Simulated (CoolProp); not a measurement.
Computed with CoolProp (reference Helmholtz-energy equation of state, Lemmon 2006). It is a short technical equation, of lower accuracy than the large ones.

Task: Give the vapour pressure (kPa), liquid density (kg/m³), vapour density (kg/m³), surface tension (mN/m) of saturated nitrous oxide at 266.6 K.

Result: 
```
T (K)  p (kPa)  liquid density (kg/m³)  vapour density (kg/m³)  surface tension (mN/m)
-----  -------  ----------------------  ----------------------  ----------------------
266.6     2630                     939                    70.1                    6.57
```

Surface tension comes from a separate correlation (Mulero 2012).
